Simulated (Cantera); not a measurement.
Feed: 1 mol SiCl4, 0.85 mol H2, at 873.15 K and 0.100 bar.

Cantera equilibrium calculation (NASA polynomials, part measured and part estimated; ideal gas, pure solids and liquids). Candidate condensed phases: Si; 19 gas species. The tables' values for SiCl3 are old estimates; treat these amounts as uncertain. Equilibrium is a limit: real reactors are often held back by kinetics, nucleation or transport.

Base state: SiCl4 0.518, H2 0.437, HCl 0.0223, SiHCl3 0.0218, SiCl3 0.000279, SiH2Cl2 8.37e-5 (mole fractions); condensed: gas only.

Task: What changes in the equilibrium state with this change: SiCl4 replaced by Si?

Result: 
```
species       before  after
----------  --------  -----
H2             0.437   1.00
SiCl4          0.518      0
HCl           0.0223      0
SiHCl3        0.0218      0
SiCl3       0.000279      0
SiH2Cl2      8.37e-5      0
Si(s), mol         0   1.00
```

Task: What changes in the equilibrium state with this change: temperature from 873.15 K to 775 K?

Result: 
```
species    before    after
-------  --------  -------
SiCl4       0.518    0.528
H2          0.437    0.447
HCl        0.0223   0.0124
SiHCl3     0.0218   0.0123
SiCl3    0.000279  2.40e-5
SiH2Cl2   8.37e-5  2.22e-5
```
